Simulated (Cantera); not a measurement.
Oxide etching and cleaning by halides: Fe₂O₃ + HCl + H₂

Feed: 1 mol Fe₂O₃, 49 mol HCl, 0.17 mol H₂, equilibrated at 0.00310 bar.

Cantera equilibrium calculation (NASA polynomials, part measured and part estimated; ideal gas, pure solids and liquids). Candidate condensed phases: Fe, FeCl₂, FeCl₃, FeO, Fe(OH)₂, Fe(OH)₃, Fe₂O₃, Fe₃O₄, H₂O; 22 gas species. Condensed phases not in the tables: FeOCl. Rates play no part.

```
T (K)  x HCl   x H₂O   x FeCl₂      x Cl  n FeCl₂(s)  n Fe₂O₃(s)
-----  -----  ------  --------  --------  ----------  ----------
673    0.987  0.0117  0.000132   2.96e-9       0.333       0.810
823    0.973  0.0161   0.00680   5.74e-7           0       0.737
973    0.957  0.0249   0.00939  0.000156           0       0.593
1123   0.915  0.0446    0.0246   0.00263           0       0.235
1273   0.889  0.0536    0.0383    0.0104           0           0
1423   0.878  0.0563    0.0397    0.0224           0           0
1573   0.868  0.0592    0.0399    0.0313           0           0
1723   0.858  0.0595    0.0398    0.0388           0           0
```
x: gas mole fraction; n: condensed amount in mol.

At 673 K the condensed part is FeCl₂(s) + Fe₂O₃(s). From 823 K to 1123 K the condensed part is Fe₂O₃(s). From 1273 K to 1723 K nothing is condensed. The main Fe-bearing gas is FeCl₃ at 673 K and FeCl₂ at 1723 K.
